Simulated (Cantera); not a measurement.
Input: 1 mol CH₃SiCl₃, 0.2 mol C₃H₈, 170 mol H₂, equilibrated at 0.00420 bar.

Method: chemical equilibrium by Gibbs-energy minimisation in Cantera with the NASA 1993 tables (ideal gas, pure condensed phases). Candidate condensed phases: C, C₆H₆, C₇H₈, C₈H₁₈, Si, SiC; 109 gas species. The feed counts by its element totals alone. Kinetics and transport are ignored. All values below are at 1500 K.

Base state: H₂ 0.982, HCl 0.0172, H 0.000269, CH₄ 1.04e-5 (mole fractions); condensed: C(graphite) + SiC(s).

### Question
What changes in the equilibrium state with this change: CH₃SiCl₃ replaced by CH₃SiH₃?

### Answer
```
species             before     after
----------------  --------  --------
H₂                   0.982     1.000
H                 0.000269  0.000272
CH₄                1.04e-5   1.08e-5
HCl                 0.0172         0
C(graphite), mol     0.596     0.595
SiC(s), mol          0.999     1.000
```
